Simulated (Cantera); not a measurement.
Charge: 1 mol Ta₂O₅, 0.75 mol H₂, at 7.50 Torr.

Cantera equilibrium calculation (NASA polynomials, part measured and part estimated; ideal gas, pure solids and liquids). Candidate condensed phases: H₂O, Ta, Ta₂O₅; 12 gas species. Kinetics and transport are ignored.

Problem. At 1673 K, list the 3 most abundant gas species with their mole fractions, and the condensed phases.

Solution. H₂ 0.999, H 0.00114, H₂O 0.000325. Condensed: Ta₂O₅(s).
